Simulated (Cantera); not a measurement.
An adiabatic, constant-pressure homogeneous reactor starts with CH₄ : O₂ : N₂ = 1 : 1.25 : 5.12 (molar parts), equivalence ratio 1.6, at 1200 K and 110000 Pa.

Detailed kinetics in Cantera: GRI-Mech 3.0 (53 species, 325 reactions).

Task: Predict: time of steepest temperature rise; temperature at 0.800 s; equilibrium temperature; x(O₂) at 0.800 s; x(NO) at 0.800 s; x(NO₂) at 0.800 s; x(CO₂) at 0.800 s; x(H₂O₂) at 0.800 s; x(OH) at 0.800 s.

Result: 
| Item | Value |
|---|---|
| time of steepest temperature rise | 59.2 ms |
| temperature at 0.800 s | 2446 K |
| equilibrium temperature | 2446 K |
| x(O₂) at 0.800 s | 5.92e-5 (gas-phase equilibrium 5.92e-5) |
| x(NO) at 0.800 s | 0.000314 (gas-phase equilibrium 0.000314) |
| x(NO₂) at 0.800 s | 5.19e-9 (gas-phase equilibrium 5.19e-9) |
| x(CO₂) at 0.800 s | 0.0276 (gas-phase equilibrium 0.0276) |
| x(H₂O₂) at 0.800 s | 7.78e-9 (gas-phase equilibrium 7.78e-9) |
| x(OH) at 0.800 s | 0.00192 (gas-phase equilibrium 0.00192) |
